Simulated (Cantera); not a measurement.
Input (Python, Cantera):

```python
import numpy as np
import cantera as ct

gas = ct.Solution("gri30.yaml")


def delay(T, t_max=10):
    gas.TPX = T, 310000, {'CH4': 1, 'CO': 0.41, 'O2': 1.7, 'N2': 4.92}
    reactor = ct.IdealGasReactor(gas, clone=False)
    net = ct.ReactorNet([reactor])
    net.rtol, net.atol = 1e-8, 1e-16
    while net.time < t_max:
        t_old, T_old = net.time, reactor.T
        net.step()
        if reactor.T > T + 400:  # ignition: a rise of 400 K
            return t_old + (T + 400 - T_old) / (reactor.T - T_old) * (net.time - t_old)
    return np.nan


taus = []
for T in [1025, 1125, 1225, 1325, 1425, 1525, 1625, 1725, 1825, 1925]:
    taus.append(delay(T))
    print(f"T0 = {T:6g} K   tau = {taus[-1]:.4e} s")
```

Output:

```
T0 =   1025 K   tau = 3.6199e-01 s
T0 =   1125 K   tau = 6.3707e-02 s
T0 =   1225 K   tau = 1.3860e-02 s
T0 =   1325 K   tau = 3.5591e-03 s
T0 =   1425 K   tau = 1.0494e-03 s
T0 =   1525 K   tau = 3.5266e-04 s
T0 =   1625 K   tau = 1.3574e-04 s
T0 =   1725 K   tau = 5.9752e-05 s
T0 =   1825 K   tau = 2.9640e-05 s
T0 =   1925 K   tau = 1.6223e-05 s
```

Cantera simulation using GRI-Mech 3.0 (53 species, 325 reactions); the numbers are that mechanism's predictions, not measurements.
